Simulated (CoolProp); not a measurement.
R114 along the isobar 3.6 MPa: density (kg/m³) from the reference equation and from simpler models built on Tc = 420.6 K, pc = 3.352 MPa, ω = 0.252; each cubic takes its own stable root.

Values from CoolProp's reference Helmholtz-energy equation of state, Platzer 1990. This equation is an older, rougher fit; its heat capacities, sound speeds and derivatives of the liquid may be far off and weren't checked against measurements.

| T (K) | phase | reference |
|---|---|---|
| 360.9 | liquid | 1259 |
| 370.1 | liquid | 1221 |
| 379.4 | liquid | 1178 |
| 388.7 | liquid | 1130 |
| 398 | liquid | 1073 |
| 407.2 | liquid | 1002 |
| 416.5 | liquid | 896.3 |
| 425.8 | supercritical | 502.8 |
| 435.1 | supercritical | 329.6 |
| 444.3 | supercritical | 283.3 |
| 453.6 | supercritical | 255.7 |
| 462.9 | supercritical | 236.2 |
| 472.2 | supercritical | 221.2 |
| 481.4 | supercritical | 209.2 |
| 490.7 | supercritical | 199.0 |
| 500 | supercritical | 190.2 |

Task: How far does each simpler model (van der Waals, Peng-Robinson) lie from the reference over these 16 states: mean and median of the absolute difference, and the worst?

Result: 
- van der Waals: mean 15.8 %, median 3.7 %, worst -33.8 % at 360.9 K and 3.6 MPa
- Peng-Robinson: mean 2.8 %, median 2.2 %, worst +6.4 % at 360.9 K and 3.6 MPa
